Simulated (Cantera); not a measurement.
# Transport properties of process gases

Gas mixture: CH4 : C2H6 : H2 = 0.33 : 0.46 : 0.99 (molar parts), at 520000 Pa, frozen composition.

Cantera's kinetic-theory transport with the Lennard-Jones parameters of GRI-Mech 3.0, ideal gas; thermal conductivity in the multicomponent form. The composition is frozen, though it would react at the higher temperatures.

```csv
T (K),ρ (kg/m³),cp (J/kg/K),μ (µPa s),λ (mW/m/K),Pr,D (cm²/s) H2O,D (cm²/s) NH3,D (cm²/s) H2
400,1.86,3424,13.6,102,0.456,0.107,0.103,0.202
650,1.14,4304,19.8,164,0.521,0.267,0.254,0.461
900,0.825,4993,25.0,226,0.553,0.481,0.454,0.794
1150,0.645,5545,29.7,289,0.570,0.740,0.696,1.19
1400,0.530,5965,33.8,350,0.577,1.04,0.976,1.66
1650,0.450,6287,37.7,409,0.581,1.38,1.29,2.17
1900,0.391,6535,41.4,465,0.581,1.75,1.64,2.75
```
D: mixture-averaged diffusion coefficient of that species in the mixture.
